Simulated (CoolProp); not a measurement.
Vapour-liquid equilibrium of carbon dioxide (1) + propylene (2) at 263.8 K; x and y are mole fractions of (1).

The numbers come from the multi-fluid Helmholtz-energy mixture model, Span 1996 and Lemmon 2013; pair parameters Bell 2016 in CoolProp.

Give the bubble pressure and the first vapour's composition at x = 0.125, 0.35, 0.5. Is there an azeotrope?

x = 0.125: 871.9 kPa, y = 0.516; x = 0.35: 1495 kPa, y = 0.749; x = 0.5: 1810 kPa, y = 0.815. No azeotrope shows between x = 0.05 and 0.95.

Pair parameters are fitted to limited data, so mixtures are less certain than the pure fluids.
